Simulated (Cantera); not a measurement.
Source: NASA polynomial tables (part measured, part estimated), evaluated in Cantera. Values are per mole of reaction as written; species without (g) are pure solids or liquids, kept so even where they would boil at 1 bar.

SF6(g) ⇌ SF4(g) + 2 F(g)

```csv
T (K),ΔH° (kJ),ΔS° (J/K),ΔG° (kJ),log10 K
300,616.1,325.8,518.4,-90.26
475,619.2,334.1,460.5,-50.64
525,619.7,335.1,443.8,-44.15
575,620.0,335.7,427.0,-38.79
625,…,…,…,…
675,620.4,336.3,393.4,-30.44
725,620.5,336.5,376.6,-27.13
775,…,…,…,…
825,620.6,336.5,342.9,-21.71
```

**Question.** Fill in the missing entries.

**Answer.** 
- 625, ΔH° (kJ): 620.3
- 625, ΔS° (J/K): 336.1
- 625, ΔG° (kJ): 410.2
- 625, log10 K: -34.28
- 775, ΔH° (kJ): 620.6
- 775, ΔS° (J/K): 336.5
- 775, ΔG° (kJ): 359.8
- 775, log10 K: -24.25
